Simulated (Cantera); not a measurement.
A closed system holds: 1 mol Cu, 3.6 mol CO₂, 11 mol CO, equilibrated at 1130 Torr.

Equilibrium computed with Cantera from the NASA thermochemical tables; the gas is ideal and each condensed phase is pure. Candidate condensed phases: C, Cu, CuO, Cu₂O; 15 gas species. The numbers say what is thermodynamically allowed, not how fast it happens.

x: gas mole fraction; n: condensed amount in mol.

```tsv
T (K)	x CO	x CO₂	x Cu	x Cu₂	n C(graphite)	n Cu(s)	n Cu(l)
898	0.285	0.715	<1e-12	<1e-12	3.99	1.00	0
998	0.639	0.361	9.60e-12	<1e-12	1.23	1.00	0
1098	0.753	0.247	3.71e-10	<1e-12	0	1.00	0
1198	0.753	0.247	7.74e-9	<1e-12	0	1.00	0
1298	0.753	0.247	1.00e-7	[?]	0	1.000	0
1398	0.753	0.247	8.65e-7	[?]	0	0	1.000
1498	0.753	0.247	5.30e-6	[?]	0	0	1.000
```

Question: Complete the blanks.

Answer: 
- 1298, x Cu₂: 8.08e-12
- 1398, x Cu₂: 1.66e-10
- 1498, x Cu₂: 2.05e-9
